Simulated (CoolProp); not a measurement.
The fluid at 442.03 K and 3.52 MPa is throttled through a valve to 1.87 MPa with no heat exchange. The same conditions are run with several fluids, on thermodynamics alone (safety and materials aside).

Values from CoolProp's reference Helmholtz-energy equation of state of each fluid (ethylbenzene: Zhou 2012; p-xylene: Zhou 2012; isohexane: Lemmon 2006; cyclopentane: Gedanitz 2015; n-undecane: Aleksandrov 2011).

```tsv
fluid	temperature change (K)	final density (kg/m³)
ethylbenzene	+0.4	730
p-xylene	+0.4	725
isohexane	-0.5	486
cyclopentane	-0.3	566
n-undecane	+0.4	626
```
